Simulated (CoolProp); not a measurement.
The numbers come from the reference Helmholtz-energy equation of state, Lemmon 2006 in CoolProp. It is a short technical equation, of lower accuracy than the large ones.

Q: For nitrous oxide, give the phase and the density (kg/m³), cv (kJ/(kg K)), Joule-Thomson coefficient (K/MPa), isothermal compressibility (1/MPa) at 272.2 K and 10.8 MPa; 303.9 K and 10.8 MPa.

A: 
- 272.2 K and 10.8 MPa: liquid; density 959, cv 0.908, Joule-Thomson coefficient 0.100, isothermal compressibility 0.00513
- 303.9 K and 10.8 MPa: liquid; density 794, cv 0.917, Joule-Thomson coefficient 0.800, isothermal compressibility 0.0174
